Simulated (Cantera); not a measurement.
An isothermal, constant-pressure homogeneous reactor starts with 13.7 % H2, 39.2 % O2, 47.1 % N2, at 873 K and 0.286 atm.

Cantera simulation using the H2/O2 subset of GRI-Mech 3.0, which has no nitrogen chemistry; the numbers are that mechanism's predictions, not measurements. Below about 950 K walls govern HO2 and H2O2 in real vessels. The temperature is held fixed by assumption; the heat of reaction is taken as removed at once.

x: mole fraction; the columns are a selection and need not sum to one.

| t (s) | x H2 | x O2 | x OH | x O | x H2O2 | x H |
|---|---|---|---|---|---|---|
| 0.000100 | 0.137 | 0.392 | 1.53e-12 | 6.20e-12 | <1e-12 | 1.67e-11 |
| 0.000427 | 0.137 | 0.392 | 2.37e-11 | 1.02e-10 | <1e-12 | 2.41e-10 |
| 0.00182 | 0.137 | 0.392 | 1.68e-7 | 6.58e-7 | 2.39e-8 | ___ |
| 0.00777 | 0.0678 | 0.369 | 1.38e-8 | 3.35e-8 | 0.000108 | 4.16e-8 |
| 0.0331 | 0.0677 | 0.369 | 1.20e-8 | 3.40e-8 | 0.000137 | 4.01e-8 |
| 0.141 | 0.0673 | 0.369 | 2.03e-8 | 5.37e-8 | 0.000233 | ___ |
| 0.603 | 0.0623 | 0.367 | 6.44e-8 | 1.30e-7 | 0.000808 | ___ |
| 2.57 | 0.0339 | 0.358 | 9.03e-8 | 1.32e-7 | 0.000960 | ___ |
| 11.0 | 0.00221 | 0.348 | 7.88e-8 | 6.05e-8 | 8.19e-5 | ___ |
| 46.9 | 5.09e-5 | 0.347 | 1.18e-8 | 8.98e-10 | 2.64e-7 | 2.00e-11 |
| 200 | 5.53e-6 | 0.347 | 2.19e-9 | 2.11e-11 | 5.04e-9 | <1e-12 |

**Question.** What belongs in the gaps?

**Answer.** 
- 0.00182, x H: 1.57e-6
- 0.141, x H: 6.43e-8
- 0.603, x H: 1.61e-7
- 2.57, x H: 1.08e-7
- 11.0, x H: 6.04e-9
